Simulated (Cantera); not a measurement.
A perfectly stirred reactor is fed with 6.25 % CH4, 93.8 % N2, at 0.132 atm; it is held at 1500 K, and followed from long to short residence time.

Detailed kinetics in Cantera: GRI-Mech 3.0 (53 species, 325 reactions). GRI-Mech 3.0 stops at C3 and has no aromatics, soot or wall deposition, so with more carbon than oxygen in the feed, carbon stays in small species such as C2H2 where larger ones or solid carbon would form.

Q: Predict: x(CH4) at τ = 6.80 s; x(CH2) at τ = 6.80 s; x(HCN) at τ = 6.80 s; x(H2) at τ = 6.80 s; x(CH3) at τ = 6.80 s; x(CH4) at τ = 0.140 s; x(CH2) at τ = 0.140 s; x(H2) at τ = 0.140 s; x(CH3) at τ = 0.140 s.

A: 
| Item | Result |
|---|---|
| x(CH4) at τ = 6.80 s | 0.0260 |
| x(CH2) at τ = 6.80 s | 6.32e-9 |
| x(HCN) at τ = 6.80 s | 5.32e-8 |
| x(H2) at τ = 6.80 s | 0.0512 |
| x(CH3) at τ = 6.80 s | 6.43e-5 |
| x(CH4) at τ = 0.140 s | 0.0588 |
| x(CH2) at τ = 0.140 s | 1.53e-8 |
| x(H2) at τ = 0.140 s | 0.00434 |
| x(CH3) at τ = 0.140 s | 0.000154 |
